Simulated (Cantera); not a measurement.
**Si₂Cl₆ + NH₃ (silicon nitride deposition)**

Feed: 1 mol Si₂Cl₆, a varied amount of NH₃, at 600 °C and 0.000890 bar.

Method: chemical equilibrium by Gibbs-energy minimisation in Cantera with the NASA 1993 tables (ideal gas, pure condensed phases). Candidate condensed phases: NH₄Cl, Si, Si₃N₄; 28 gas species. The feed counts by its element totals alone. The tables' values for SiCl₃ are old estimates; treat these amounts as uncertain. Rates play no part.

From 0.24 mol NH₃ to 0.5 mol NH₃ the condensed part is Si(s) + Si₃N₄(s). From 0.72 mol NH₃ to 6.7 mol NH₃ the condensed part is Si₃N₄(s). The main Si-bearing gas is SiCl₄ throughout.

```tsv
n(NH₃) (mol)	log p SiCl₄	log p H₂	log p HCl	log p N₂	log p SiHCl₃	n Si(s)	n Si₃N₄(s)
0.24	-3.16	-3.81	-4.90	-13.62	-4.73	0.314	0.0600
0.34	-3.19	-3.68	-4.84	-13.62	-4.70	0.238	0.0850
0.5	-3.24	-3.56	-4.79	-13.62	-4.68	0.118	0.125
0.72	-3.31	-3.48	-4.21	-10.28	-5.24	0	0.180
1	-3.46	-3.56	-3.57	-5.95	-6.12	0	0.248
1.5	-3.67	-3.57	-3.41	-4.67	-6.50	0	0.323
2.2	-3.89	-3.52	-3.39	-4.31	-6.70	0	0.390
3.2	-4.16	-3.47	-3.39	-4.12	-6.90	0	0.464
4.6	-4.50	-3.41	-3.43	-3.99	-7.15	0	0.539
6.7	-4.97	-3.36	-3.50	-3.90	-7.49	0	0.606
```
log p: log10 of the partial pressure in bar; n: condensed amount in mol.
